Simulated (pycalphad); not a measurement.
An equivalent pycalphad script:

```python
from pycalphad import Database, equilibrium, calculate, variables as v
import numpy as np
db = Database('COST507.tdb')
comps = ['AL', 'SI', 'MG', 'VA']
phases = ['ALMG_BETA', 'ALMG_EPS', 'ALMG_GAMMA', 'DIAMOND_A4', 'FCC_A1', 'HCP_A3', 'LIQUID', 'MG2SI']
eq = equilibrium(db, comps, phases, {v.X('SI'): 0.0172, v.X('MG'): 0.0237, v.T: np.arange(1650, 349, -50), v.P: 101325, v.N: 1}, output=['HM', 'SM'])
```

Computed with pycalphad from the COST 507 light-alloy database (1999), at 1 atm. No gas phase is included, though pure Mg would boil below 1650 K. The database dates from 1999; later assessments differ in places, in temperatures and in the compounds included. Amounts are mole fractions of atoms. Diffusion is slow at the low end, where real alloys seldom reach equilibrium.

Results at three of the temperatures:

```
T = 1200.00 K, P = 101325 Pa, N = 1 mol of atoms
G = -59802 J/mol, H = 37443 J/mol, S = 81.04 J/(mol K)  (SER reference)
chemical potentials (J/mol): Al -58401, Si -79235, Mg -102408
phase             fraction      x(Al)      x(Si)      x(Mg)
LIQUID              1.0000     0.9591     0.0172     0.0237
```

```
T = 950.00 K, P = 101325 Pa, N = 1 mol of atoms
G = -40433 J/mol, H = 29514 J/mol, S = 73.63 J/(mol K)  (SER reference)
chemical potentials (J/mol): Al -39348, Si -51145, Mg -76541
phase             fraction      x(Al)      x(Si)      x(Mg)
LIQUID              1.0000     0.9591     0.0172     0.0237
```

```
T = 450.00 K, P = 101325 Pa, N = 1 mol of atoms
G = -14270 J/mol, H = 3072 J/mol, S = 38.54 J/(mol K)  (SER reference)
chemical potentials (J/mol): Al -13571, Si -9169, Mg -46263
phase             fraction      x(Al)      x(Si)      x(Mg)
FCC_A1              0.9592     0.9999   3.66e-05   3.55e-05
MG2SI               0.0355       none     0.3333     0.6667
DIAMOND_A4          0.0053   5.92e-13     1.0000       none
```

Changes of the phase set, refined by bisection:

| T (K) | phases above | phases below |
|---|---|---|
| 912.8 | liquid | fcc + liquid |
| 858.7 | fcc + liquid | fcc + liquid + MG2SI |
| 842.6 | fcc + liquid + MG2SI | fcc + MG2SI |
| 773.3 | fcc + MG2SI | diamond (Si) + fcc + MG2SI |

Database names, with the compositions (at.%) that they take in these runs: MG2SI: Mg 67 Si 33. FCC_A1 is fcc; DIAMOND_A4 is diamond (Si). An entry "none" or "no" means that the model of the phase leaves that element out.
